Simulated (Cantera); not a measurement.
## Thermodynamics of carbothermic reduction, feed Fe3O4 + CO

Input: 1 mol Fe3O4, a varied amount of CO, held at 1350 K and 0.180 bar.

Method: chemical equilibrium by Gibbs-energy minimisation in Cantera with the NASA 1993 tables (ideal gas, pure condensed phases). Candidate condensed phases: C, Fe, Fe(CO)5, FeO, Fe2O3, Fe3O4; 15 gas species. Mutual solubility and eutectic melting of coexisting phases are not modelled. The tables' stoichiometric FeO is somewhat more stable than real wüstite, so its field is too wide. FeO: taken at fixed stoichiometry. The numbers say what is thermodynamically allowed, not how fast it happens.

From 1.2 mol CO to 5.5 mol CO the condensed part is FeO(s). From 7.1 mol CO to 12 mol CO the condensed part is Fe(γ) + FeO(s).

```csv
n(CO) (mol),log p CO,log p CO2,log p Fe,n FeO(s),n Fe(γ)
1.2,-1.52,-0.82,-9.81,3.00,0
1.6,-1.17,-0.95,-9.34,3.00,0
2,-1.05,-1.05,-9.11,3.00,0
2.6,-0.96,-1.16,-8.91,3.00,0
3.3,-0.90,-1.26,-8.75,3.00,0
4.3,-0.86,-1.38,-8.60,3.00,0
5.5,-0.83,-1.49,-8.46,3.00,0
7.1,-0.82,-1.56,-8.37,2.92,0.0783
9.1,-0.82,-1.56,-8.37,2.62,0.382
12,-0.82,-1.56,-8.37,2.18,0.823
```
log p: log10 of the partial pressure in bar; n: condensed amount in mol.
